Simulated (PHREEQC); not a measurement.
Make-up at 25 °C: 0.0066 mol/kgw K2HPO4, 0.013 mol/kgw KHCO3 and 0.0013 mol/kgw NH4HS. Closed to the air; pH follows from the charge balance.

Computed with PHREEQC (ion-association model, phreeqc.dat).

| quantity | before | after |
|---|---|---|
| pH | 8.39 | 8.44 |
| ionic strength (mol/kgw) | 0.0336 | 0.0433 |
| NH4+ (mol/kgw) | 0.00117 | 0.00115 |
| H2PO4- (mol/kgw) | 0.000245 | 0.000313 |
| CO3-2 (mol/kgw) | 0.000239 | 0.000279 |

Q: Name the change that produced these shifts.
A) K2HPO4 from 0.0066 to 0.0099 mol/kgw
B) NH4HS replaced by NH3 at the same molality
C) NH4HS from 0.0013 to 0.00013 mol/kgw
D) diluted 2-fold with water
E) KHCO3 from 0.013 to 0.026 mol/kgw

A: A, K2HPO4 from 0.0066 to 0.0099 mol/kgw

Precipitation was switched off in this run.
